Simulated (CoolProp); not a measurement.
Properties of ethanol along the isotherm 266.25 °C.

Model: reference Helmholtz-energy equation of state, Schroeder 2014, in CoolProp.

| p (kPa) | phase | speed of sound (m/s) | isothermal compressibility (1/MPa) |
|---|---|---|---|
| 99.1 | gas | 324.8 | 10.13 |
| 176 | gas | 324.1 | 5.720 |
| 313 | gas | 322.9 | 3.234 |
| 557 | gas | 320.6 | 1.835 |
| 991 | gas | 316.6 | 1.051 |
| 1760 | gas | 309.0 | 0.6142 |
| 3130 | gas | 294.0 | 0.3758 |
| 5570 | gas | 258.9 | 0.2778 |
| 9910 | supercritical | 218.5 | 0.1737 |
| 17600 | supercritical | 446.4 | 0.01642 |
| 31300 | supercritical | 652.2 | 0.005949 |
